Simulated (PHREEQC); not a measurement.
Dissolve 11 mmol/kgw HF, 75 mmol/kgw NaF and 0.012 mmol/kgw H4SiO4 at 25 °C. Closed to the air; pH follows from the charge balance.

Equilibrium calculation in PHREEQC: ion-association model, phreeqc.dat.

This is a speciation only: nothing precipitates in the calculation.

Q: Order these F species by the share of F that they hold, largest first: NaF, HF2-, F-, HF.

A: F- (82 %), HF (9.9 %), HF2- (5.4 %), NaF (2.2 %)

The pH is 3.98 and the ionic strength 0.0733 mol/kgw. Species that the database lacks are ignored. SiF6-2 is the database's only silicon fluoride.
